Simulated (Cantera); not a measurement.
# Reactions in the system C-O-Si

Standard-state values (1 bar) from the NASA 1993 polynomials, evaluated with Cantera. Values are per mole of reaction as written; species without (g) are pure solids or liquids, kept so even where they would boil at 1 bar.

2 Si(g) + CO(g) ⇌ Si2C(g) + O(g)

```tsv
T (K)	ΔH° (kJ)	ΔS° (J/K)	ΔG° (kJ)	log10 K
300	-4.7	-130.3	34.4	-5.98
898	-3.5	-128.8	112.2	-6.53
998	-3.0	-128.3	125.0	-6.54
1098	-2.6	-127.9	137.9	-6.56
1198	-2.2	-127.6	150.6	-6.57
1298	-1.8	-127.3	163.4	-6.57
1398	-1.4	-127.0	176.1	-6.58
1498	-1.1	-126.7	188.8	-6.58
1598	-0.8	-126.5	201.4	-6.58
1698	-0.4	-126.3	214.1	-6.59
1798	-0.1	-126.2	226.7	-6.59
```

2 SiO(g) + Si2C(g) ⇌ CO2(g) + 4 Si

```csv
T (K),ΔH° (kJ),ΔS° (J/K),ΔG° (kJ),log10 K,condensed phases
300,-728.2,-376.4,-615.3,107.13,Si(s)
898,-714.7,-353.3,-397.5,23.12,Si(s)
998,-711.7,-350.1,-362.3,18.96,Si(s)
1098,-708.6,-347.2,-327.4,15.58,Si(s)
1198,-705.3,-344.3,-292.8,12.77,Si(s)
1298,-701.8,-341.5,-258.6,10.40,Si(s)
1398,-698.2,-338.8,-224.5,8.39,Si(s)
1498,-694.5,-336.3,-190.8,6.65,Si(s)
1598,-690.6,-333.8,-157.3,5.14,Si(s)
1698,-485.8,-212.5,-125.0,3.84,Si(l)
1798,-482.5,-210.6,-103.8,3.02,Si(l)
```
